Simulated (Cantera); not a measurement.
Input (Python, Cantera) and output of one run.

```python
import numpy as np
import cantera as ct

gas_names = """
    H H2 Si SiH SiH2 SiH3 SiH4 Si2 Si3
""".split()
cond_names = """
    Si(cr) Si(L)
""".split()


def load(file, names, dense=False):
    # The tables refer to 1 bar. Condensed volumes are neglected.
    table = {s.name: s for s in ct.Species.list_from_file(file)}
    out = []
    for n in names:
        d = dict(table[n].input_data)
        d["thermo"] = dict(d["thermo"], **{"reference-pressure": 1e5})
        if dense:
            d["equation-of-state"] = {"model": "constant-volume", "density": "1e6 g/cm^3"}
        out.append(ct.Species.from_dict(d))
    return out


gas = ct.Solution(thermo="ideal-gas", species=load("nasa_gas.yaml", gas_names))
cond = {s.name: ct.Solution(thermo="fixed-stoichiometry", species=[s], name=s.name)
        for s in load("nasa_condensed.yaml", cond_names, dense=True)}
atoms = {
    'Si2H6': {'Si': 2, 'H': 6},
    'H2': {'H': 2},
}
top_T = {}  # K; cautious upper limits of use, not melting points


def equilibrate(T, P, feed):
    n = {}
    for name, mol in feed.items():
        for a, k in atoms[name].items():
            n[a] = n.get(a, 0.0) + k * mol
    gas.TPX = T, P, n
    mass = sum(n.values()) * gas.mean_molecular_weight
    gas.equilibrate("TP")
    valid = [c for c in cond.values() if c.min_temp <= T <= top_T.get(c.name, c.max_temp)]
    mix = ct.Mixture([(gas, mass / gas.mean_molecular_weight)] + [(c, 0.0) for c in valid])
    mix.T, mix.P = T, P
    mix.equilibrate("TP", solver="vcs", rtol=1e-11, max_steps=5000)
    return mix


results = []
feed = {'Si2H6': 1, 'H2': 34}  # mol
T = 1523  # K
P = 4600  # Pa
mix = equilibrate(T, P, feed)
results.append((T, P, feed, dict(zip(mix.species_names, mix.species_moles))))
print(gas.report(threshold=0.001))
for i in range(1, mix.n_phases):
    print(f"{mix.phase(i).name:16s} {mix.phase_moles(i):12.5e} mol")
```

It prints:

```
       temperature   1523 K
          pressure   4600 Pa
           density   0.00073233 kg/m^3
  mean mol. weight   2.016 kg/kmol
   phase of matter   gas

                          1 kg             1 kmol
                     ---------------   ---------------
          enthalpy        1.8404e+07        3.7102e+07  J
   internal energy        1.2123e+07        2.4439e+07  J
           entropy        1.0169e+05        2.0499e+05  J/K
    Gibbs function       -1.3646e+08       -2.7511e+08  J
 heat capacity c_p             16096             32450  J/K
 heat capacity c_v             11972             24135  J/K

                      mass frac. Y      mole frac. X     chem. pot. / RT
                     ---------------   ---------------   ---------------
                H2           0.99991           0.99989           -21.726
     [   +8 minor]        9.3672e-05        0.00011045

Si(cr)            1.99990e+00 mol
```

These are equilibrium values from Cantera (NASA tables, ideal gas, pure condensed phases), not measurements of a reactor. The feed counts by its element totals alone.
